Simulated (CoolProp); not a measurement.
Model: reference Helmholtz-energy equation of state, Akasaka 2023, in CoolProp.

### Question
Give the vapour pressure (MPa), vapour density (kg/m³), enthalpy of vaporisation (kJ/kg) of saturated R1336mzz(E) at 375.3 K.

### Answer
```csv
T (K),p (MPa),vapour density (kg/m³),enthalpy of vaporisation (kJ/kg)
375.3,1.57,128,85.3
```
